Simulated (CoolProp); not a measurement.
The numbers come from the reference Helmholtz-energy equation of state, Akasaka 2019 in CoolProp.

Question: For R1234ze(Z), give the phase and the density (kg/m³), isothermal compressibility (1/MPa), expansivity (1/kK) at 320.3 K and 0.955 MPa.

Answer: 
- 320.3 K and 0.955 MPa: liquid; density 1170, isothermal compressibility 0.00412, expansivity 2.52
